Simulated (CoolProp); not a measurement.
The numbers come from the reference Helmholtz-energy equation of state, Lemmon 2006 in CoolProp. It is a short technical equation, of lower accuracy than the large ones.

**Question.** For toluene, give the phase and the cp (kJ/(kg K)), Prandtl number at 346.85 °C and 0.0984 MPa; 346.85 °C and 0.338 MPa; 346.85 °C and 6.01 MPa.

**Answer.** 
- 346.85 °C and 0.0984 MPa: gas; cp 2.19, Prandtl number 0.712
- 346.85 °C and 0.338 MPa: gas; cp 2.20, Prandtl number 0.716
- 346.85 °C and 6.01 MPa: supercritical; cp 4.70, Prandtl number 2.28

Viscosity comes from a separate model (Avgeri 2015). Thermal conductivity comes from a separate model (Assael 2012).
